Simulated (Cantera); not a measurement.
## Catalytic combustion on Pt

An isothermal plug-flow reactor at 850 K and 0.207 atm (inlet), inlet velocity 0.37 m/s, active area per volume 1100 1/m; feed CH4 : O2 : N2 : H2O = 0.0032 : 0.16 : 0.79 : 0.019 (molar parts).

Computed with Cantera and Deutschmann's 1995 Pt surface mechanism with GRI-Mech 3.0 gas chemistry. Catalytic surfaces can have several steady states; this one follows from the mechanism file's or the stated starting coverage. Mass transfer to the wall is taken as infinitely fast.

| z (m) | x CH4 | x O2 | x H2O | x CO2 | x CO | θ free Pt | θ O* | θ OH* |
|---|---|---|---|---|---|---|---|---|
| 0.00025 | 0.00326 | 0.165 | 0.0196 | 2.75e-5 | 6.64e-7 | 0.0940 | 0.904 | 0.00155 |
| 0.00044 | 0.00324 | 0.164 | 0.0196 | 4.87e-5 | 7.31e-7 | 0.0940 | 0.904 | 0.00156 |
| 0.00078 | 0.00320 | 0.164 | 0.0197 | 8.64e-5 | 7.39e-7 | 0.0940 | 0.904 | 0.00156 |
| 0.0014 | 0.00314 | 0.164 | 0.0199 | 0.000154 | 7.25e-7 | 0.0940 | 0.904 | 0.00156 |
| 0.0025 | 0.00302 | 0.164 | 0.0201 | 0.000271 | 6.98e-7 | 0.0941 | 0.904 | 0.00157 |
| 0.0044 | 0.00283 | 0.164 | 0.0205 | 0.000462 | 6.54e-7 | 0.0941 | 0.904 | 0.00159 |
| 0.0078 | 0.00251 | 0.163 | 0.0211 | 0.000776 | 5.81e-7 | 0.0942 | 0.904 | 0.00161 |
| 0.014 | 0.00203 | 0.162 | 0.0221 | 0.00126 | 4.69e-7 | 0.0944 | 0.904 | 0.00165 |
| 0.025 | 0.00138 | 0.161 | 0.0234 | 0.00191 | 3.20e-7 | 0.0946 | 0.904 | 0.00170 |
x: gas mole fraction; θ: surface coverage.
